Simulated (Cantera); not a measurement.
Charge: 1 mol Cr₂O₃, 29 mol H₂, 0.26 mol H₂O, equilibrated at 0.0100 bar.

These are equilibrium values from Cantera (NASA tables, ideal gas, pure condensed phases), not measurements of a reactor. Candidate condensed phases: Cr, Cr₂O₃, H₂O; 13 gas species. The numbers say what is thermodynamically allowed, not how fast it happens.

x: gas mole fraction; n: condensed amount in mol.

| T (°C) | x H₂ | x H₂O | x Cr | x H | n Cr₂O₃(s) |
|---|---|---|---|---|---|
| 902 | 0.991 | 0.00889 | 8.47e-12 | 1.22e-6 | 1.00 |
| 1002 | 0.991 | 0.00889 | 8.69e-10 | 7.34e-6 | 1.00 |
| 1102 | 0.991 | 0.00889 | 4.48e-8 | 3.41e-5 | 1.000 |
| 1202 | 0.991 | 0.00889 | 1.33e-6 | 0.000129 | 1.000 |
| 1302 | 0.991 | 0.00892 | 2.53e-5 | 0.000414 | 1.000 |
| 1402 | 0.989 | 0.00935 | 0.000314 | 0.00115 | 0.995 |
| 1502 | 0.983 | 0.0120 | 0.00210 | 0.00287 | 0.969 |
| 1602 | 0.966 | (withheld) | (withheld) | (withheld) | (withheld) |
| 1702 | 0.932 | 0.0358 | 0.0180 | 0.0132 | 0.723 |
| 1802 | 0.874 | (withheld) | (withheld) | (withheld) | (withheld) |
| 1902 | 0.798 | 0.0953 | 0.0568 | 0.0436 | 0 |

### Question
What belongs in the gaps?

### Answer

- 1802, x H₂O: 0.0632
- 1802, x Cr: 0.0360
- 1802, x H: 0.0249
- 1802, n Cr₂O₃(s): 0.415
- 1602, x H₂O: 0.0199
- 1602, x Cr: 0.00738
- 1602, x H: 0.00644
- 1602, n Cr₂O₃(s): 0.889
